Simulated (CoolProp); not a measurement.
Values from CoolProp's reference Helmholtz-energy equation of state, Akasaka 2024.

### Question
For R1132(E), give the phase and the cv (kJ/(kg K)) at 259.7 K and 101 kPa; 322 K and 101 kPa; 339.8 K and 101 kPa.

### Answer
- 259.7 K and 101 kPa: gas; cv 0.753
- 322 K and 101 kPa: gas; cv 0.855
- 339.8 K and 101 kPa: gas; cv 0.884
